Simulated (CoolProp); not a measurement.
Saturation properties of ammonia.

The numbers come from the reference Helmholtz-energy equation of state, Gao 2020 in CoolProp.

```json
[
 {"T (K)": "227.6", "p (kPa)": "52.76", "liquid cp (kJ/(kg K))": "4.419", "liquid viscosity (µPa s)": "305", "vapour viscosity (µPa s)": "7.70"},
 {"T (K)": "237.7", "p (kPa)": "90.92", "liquid cp (kJ/(kg K))": "4.457", "liquid viscosity (µPa s)": "262", "vapour viscosity (µPa s)": "7.99"},
 {"T (K)": "247.8", "p (kPa)": "149.0", "liquid cp (kJ/(kg K))": "4.496", "liquid viscosity (µPa s)": "229", "vapour viscosity (µPa s)": "8.29"},
 {"T (K)": "257.8", "p (kPa)": "232.6", "liquid cp (kJ/(kg K))": "4.537", "liquid viscosity (µPa s)": "202", "vapour viscosity (µPa s)": "8.59"},
 {"T (K)": "267.9", "p (kPa)": "351.2", "liquid cp (kJ/(kg K))": "4.583", "liquid viscosity (µPa s)": "180", "vapour viscosity (µPa s)": "8.90"},
 {"T (K)": "278", "p (kPa)": "512.8", "liquid cp (kJ/(kg K))": "4.637", "liquid viscosity (µPa s)": "162", "vapour viscosity (µPa s)": "9.20"},
 {"T (K)": "288.1", "p (kPa)": "727.0", "liquid cp (kJ/(kg K))": "4.701", "liquid viscosity (µPa s)": "146", "vapour viscosity (µPa s)": "9.52"},
 {"T (K)": "298.2", "p (kPa)": "1004", "liquid cp (kJ/(kg K))": "4.780", "liquid viscosity (µPa s)": "132", "vapour viscosity (µPa s)": "9.84"},
 {"T (K)": "308.2", "p (kPa)": "1352", "liquid cp (kJ/(kg K))": "4.877", "liquid viscosity (µPa s)": "120", "vapour viscosity (µPa s)": "10.2"},
 {"T (K)": "318.3", "p (kPa)": "1789", "liquid cp (kJ/(kg K))": "4.999", "liquid viscosity (µPa s)": "109", "vapour viscosity (µPa s)": "10.5"},
 {"T (K)": "328.4", "p (kPa)": "2325", "liquid cp (kJ/(kg K))": "5.154", "liquid viscosity (µPa s)": "98.8", "vapour viscosity (µPa s)": "10.9"},
 {"T (K)": "338.5", "p (kPa)": "2973", "liquid cp (kJ/(kg K))": "5.357", "liquid viscosity (µPa s)": "89.8", "vapour viscosity (µPa s)": "11.3"}
]
```

It boils at 239.8 K under 1 atm.

Viscosity comes from a separate model (Fenghour 1995).
